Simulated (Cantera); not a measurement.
**CsOH + H2 + H2O (calcination and drying)**

Charge: 1 mol CsOH, 7.7 mol H2, 0.17 mol H2O, at 1673 K and 0.100 bar.

Cantera equilibrium calculation (NASA polynomials, part measured and part estimated; ideal gas, pure solids and liquids). Candidate condensed phases: Cs, CsOH, H2O; 15 gas species. Equilibrium is a limit: real reactors are often held back by kinetics, nucleation or transport.

| Property | Result |
|---|---|
| x(H2) | 0.796 |
| x(H2O) | 0.0950 |
| x(Cs) | 0.0766 |
| x(CsOH) | 0.0318 |
| x(H) | 0.000321 |
| x(Cs2) | 3.27e-6 |
| x(OH) | 1.85e-6 |
| gas amount | 9.225 mol |
| log10 activity of Cs(l) (absent) | -3.66 |
| log10 activity of CsOH(l) (absent) | -3.68 |
